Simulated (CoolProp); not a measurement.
Properties of acetone along the isotherm 267.55 °C.

Computed with CoolProp (reference Helmholtz-energy equation of state, Lemmon 2006). It is a short technical equation, of lower accuracy than the large ones.

```csv
p (bar),phase,density (kg/m³),cv (kJ/(kg K)),speed of sound (m/s),Joule-Thomson coefficient (K/MPa),fugacity coefficient
0.371,gas,0.4805,1.827,288.3,9.315,0.9975
0.66,gas,0.8565,1.828,287.9,9.326,0.9955
1.17,gas,1.524,1.830,287.0,9.347,0.9921
2.09,gas,2.739,1.833,285.5,9.383,0.9859
3.71,gas,4.918,1.840,282.9,9.449,0.9751
6.6,gas,8.932,1.852,278.1,9.570,0.9560
11.7,gas,16.46,1.874,269.4,9.792,0.9228
20.9,gas,31.76,1.919,253.2,10.23,0.8647
37.1,gas,66.86,2.018,222.4,11.07,0.7672
66,supercritical,220.3,2.261,159.6,10.57,0.6031
117,supercritical,446.6,2.087,336.3,1.357,0.4071
```
